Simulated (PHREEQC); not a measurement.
Ca(OH)2 is added in steps, without added water, to 1 kg of water holding 0.25 mol HF, 0.0011 mol H2SiF6 and 0.00022 mol H3PO4, at 75 °C. Oxygen is held at 0.21 atm. The system is closed to CO2. The run lets Hydroxyapatite, Fluorite, SiO2(a) precipitate or redissolve, and no other solid.

Base run: PHREEQC, ion-association model, phreeqc.dat. Each further column changes one thing. The table gives Ca in solution (mol/kgw).

```tsv
Ca(OH)2 added (mol)	base	database wateq4f.dat	Debye-Hückel limiting law	Davies equation for every ion	metal-ligand complexes left out
0	0	0	0	0	0
0.014	4.43e-6	5.10e-6	4.84e-6	4.43e-6	4.42e-6
0.021	4.60e-6	5.27e-6	5.00e-6	4.60e-6	4.58e-6
0.035	5.01e-6	5.73e-6	5.42e-6	5.01e-6	5.00e-6
0.042	5.28e-6	6.02e-6	5.69e-6	5.28e-6	5.27e-6
0.056	6.02e-6	6.80e-6	6.42e-6	6.02e-6	6.00e-6
0.063	6.53e-6	7.34e-6	6.94e-6	6.53e-6	6.51e-6
0.077	8.08e-6	8.97e-6	8.52e-6	8.07e-6	8.05e-6
0.084	9.32e-6	1.03e-5	9.79e-6	9.31e-6	9.29e-6
0.098	1.42e-5	1.53e-5	1.48e-5	1.42e-5	1.41e-5
0.105	1.99e-5	2.12e-5	2.06e-5	1.98e-5	1.98e-5
0.119	6.73e-5	6.88e-5	6.91e-5	6.73e-5	6.69e-5
0.126	8.37e-5	8.53e-5	8.45e-5	8.38e-5	8.31e-5
0.14	0.0113	0.0104	0.0114	0.0113	0.0113
```

At this temperature some constants are extrapolated from 25 °C, and those without enthalpy data are left unchanged. SiF6-2 is the database's only silicon fluoride. wateq4f.dat counts part of the HF as a dimer, H2F2, which phreeqc.dat doesn't know; its constant is uncertain. H3PO4, which wateq4f.dat lacks, is added to it with the constant of phreeqc.dat. phreeqc.dat and wateq4f.dat share most of their constants, so their agreement is no independent check. Solids allowed in the column 'database wateq4f.dat': Fluorite, Portlandite, Hydroxyapatite, Fluorapatite, SiO2(a).
